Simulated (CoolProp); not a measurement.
Properties of C2F6 (R116) along the isotherm 326.5 K.

Model: reference Helmholtz-energy equation of state, Lemmon 2006, in CoolProp. It is a short technical equation, of lower accuracy than the large ones.

| p (MPa) | phase | Joule-Thomson coefficient (K/MPa) | viscosity (µPa s) | conductivity (mW/(m K)) |
|---|---|---|---|---|
| 0.0482 | gas | 6.404 | 15.4 | 17.0 |
| 0.0813 | gas | (withheld) | 15.4 | 17.0 |
| 0.137 | gas | 6.457 | 15.4 | 17.0 |
| 0.232 | gas | 6.514 | 15.4 | 17.0 |
| 0.391 | gas | 6.613 | 15.5 | 17.1 |
| 0.66 | gas | 6.785 | (withheld) | 17.2 |
| 1.11 | gas | (withheld) | 15.8 | 17.4 |
| 1.88 | gas | 7.652 | 16.5 | (withheld) |
| 3.17 | supercritical | 8.558 | (withheld) | (withheld) |
| 5.35 | supercritical | 6.654 | 34.6 | 29.8 |
| 9.03 | supercritical | 1.455 | 71.9 | 39.6 |
| 15.2 | supercritical | 0.3547 | 107 | 47.9 |

Question: What belongs in the gaps?

Answer: 
- 0.0813, Joule-Thomson coefficient (K/MPa): 6.423
- 0.66, viscosity (µPa s): 15.6
- 1.11, Joule-Thomson coefficient (K/MPa): 7.090
- 1.88, conductivity (mW/(m K)): 18.0
- 3.17, viscosity (µPa s): 19.0
- 3.17, conductivity (mW/(m K)): 20.3

Viscosity comes from a separate model (Huber 2003), an estimate that may be off by 10 % or more. Thermal conductivity comes from a separate model (Huber 2003), an estimate that may be off by 10 % or more.
